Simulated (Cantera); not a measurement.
A Cantera script and its output.

```python
import numpy as np
import cantera as ct

gas = ct.Solution("gri30.yaml")
gas.TPX = 1348, 28, {'C2H6': 2.7, 'N2': 1.6}
reactor = ct.IdealGasConstPressureReactor(gas, energy="off", clone=False)
net = ct.ReactorNet([reactor])
net.rtol, net.atol = 1e-08, 1e-18
show = ['C2H6', 'HCN', 'C2H2', 'C2H4', 'CH4', 'H2']
times = np.geomspace(0.0003, 40, 10)

steps = ct.SolutionArray(gas, extra=["t"])
rows = []
print(f"{'t/s':>10s}{'T/K':>9s}{'P/Pa':>11s}" + "".join(f"{s:>11s}" for s in show))
for t in times:
    while net.time < t:
        t_next = net.step()
        steps.append(gas.state, t=t_next)
    rows.append([np.interp(t, steps.t, y) for y in (steps.T, steps.P, *steps(*show).X.T)])
    print(f"{t:10.3e}{rows[-1][0]:9.1f}{rows[-1][1]:11.4g}" + "".join(f"{x:11.3e}" for x in rows[-1][2:]))
rate = np.gradient(steps.T, steps.t)
print("integrator steps:", len(steps.t))
if steps.T.max() > steps.T[0] + 200:
    print(f"time of steepest temperature rise: {steps.t[rate.argmax()]:.4e} s")
gas.TPX = 1348, 28, {'C2H6': 2.7, 'N2': 1.6}
gas.equilibrate("TP")
print(f"equilibrium (TP): T = {gas.T:.1f} K  " + "  ".join(f"{s} {gas[s].X[0]:.3e}" for s in show))
```

Output:

```
       t/s      T/K       P/Pa       C2H6        HCN       C2H2       C2H4        CH4         H2
 3.000e-04   1348.0         28  6.278e-01  1.025e-19  1.291e-14  3.361e-08  1.084e-06  2.497e-08
 1.113e-03   1348.0         28  6.275e-01  1.352e-17  2.699e-12  1.658e-06  1.471e-05  1.366e-06
 4.130e-03   1348.0         28  6.261e-01  7.132e-14  1.292e-09  8.095e-05  1.911e-04  7.734e-05
 1.533e-02   1348.0         28  6.151e-01  1.194e-10  1.676e-06  3.302e-03  2.187e-03  3.108e-03
 5.687e-02   1348.0         28  5.137e-01  2.006e-09  5.902e-04  4.988e-02  2.404e-02  4.185e-02
 2.110e-01   1348.0         28  1.663e-01  6.535e-09  2.051e-02  1.939e-01  1.527e-01  1.615e-01
 7.830e-01   1348.0         28  6.092e-03  1.018e-08  9.047e-02  1.828e-01  2.324e-01  2.480e-01
 2.905e+00   1348.0         28  2.367e-04  1.013e-08  1.352e-01  1.300e-01  2.205e-01  2.903e-01
 1.078e+01   1348.0         28  1.474e-05  9.801e-09  1.659e-01  9.068e-02  2.118e-01  3.166e-01
 4.000e+01   1348.0         28  3.048e-06  9.455e-09  1.956e-01  5.210e-02  2.037e-01  3.414e-01
integrator steps: 1376
equilibrium (TP): T = 1348.0 K  C2H6 2.810e-10  HCN 7.473e-02  C2H2 2.409e-01  C2H4 5.746e-05  CH4 2.998e-04  H2 5.563e-01
```

Detailed kinetics in Cantera: GRI-Mech 3.0 (53 species, 325 reactions). GRI-Mech 3.0 stops at C3 and has no aromatics, soot or wall deposition, so with more carbon than oxygen in the feed, carbon stays in small species such as C2H2 where larger ones or solid carbon would form. Radical loss at walls, strong at low pressure, is not modelled.
